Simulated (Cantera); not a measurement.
Charge: 1 mol C6H6, 0.16 mol NH3, 1.3 mol H2, held at 2.60 mbar.

Method: chemical equilibrium by Gibbs-energy minimisation in Cantera with the NASA 1993 tables (ideal gas, pure condensed phases). Candidate condensed phases: C, C6H6, C7H8, C8H18; 92 gas species. The numbers say what is thermodynamically allowed, not how fast it happens.

x: gas mole fraction; n: condensed amount in mol.

```csv
T (K),x H2,x H,x C3,x N2,n C(graphite)
1048,0.983,1.50e-7,<1e-12,0.0173,6.00
1198,0.983,3.70e-6,<1e-12,0.0173,6.00
1348,0.983,4.50e-5,<1e-12,0.0173,6.00
1498,0.982,0.000334,<1e-12,0.0172,6.00
1648,0.981,___,<1e-12,0.0171,6.00
1798,0.975,0.00682,4.14e-11,0.0169,5.99
1948,0.960,0.0217,2.86e-9,0.0163,5.99
2098,0.923,___,___,0.0155,5.97
2248,0.846,0.133,2.40e-6,0.0141,5.95
2398,0.716,0.261,3.65e-5,0.0122,5.92
2548,0.532,0.443,0.000398,0.0100,5.86
2698,0.333,0.638,0.00330,0.00798,5.74
2848,0.169,0.778,0.0217,0.00617,5.16
```

Task: Complete the blanks.

Result: 
- 1648, x H: 0.00173
- 2098, x H: 0.0580
- 2098, x C3: 1.06e-7
